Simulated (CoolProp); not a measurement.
Saturation properties of n-perfluorohexane.

Values from CoolProp's reference Helmholtz-energy equation of state, Gao 2022.

```json
[
 {"T (°C)": "-45.05", "p (MPa)": "0.0003873", "vapour density (kg/m³)": "0.06909"},
 {"T (°C)": "-37.95", "p (MPa)": "0.0006990", "vapour density (kg/m³)": "0.1210"},
 {"T (°C)": "-30.85", "p (MPa)": "0.001208", "vapour density (kg/m³)": "0.2031"},
 {"T (°C)": "-23.65", "p (MPa)": "0.002022", "vapour density (kg/m³)": "0.3305"},
 {"T (°C)": "-16.55", "p (MPa)": "0.003242", "vapour density (kg/m³)": "0.5160"},
 {"T (°C)": "-9.45", "p (MPa)": "0.005035", "vapour density (kg/m³)": "0.7812"},
 {"T (°C)": "-2.25", "p (MPa)": "0.007636", "vapour density (kg/m³)": "1.156"},
 {"T (°C)": "4.85", "p (MPa)": "0.01121", "vapour density (kg/m³)": "1.659"},
 {"T (°C)": "11.95", "p (MPa)": "0.01606", "vapour density (kg/m³)": "2.327"},
 {"T (°C)": "19.15", "p (MPa)": "0.02262", "vapour density (kg/m³)": "3.211"},
 {"T (°C)": "26.25", "p (MPa)": "0.03106", "vapour density (kg/m³)": "4.329"}
]
```

It boils at 57.1 °C under 1 atm.
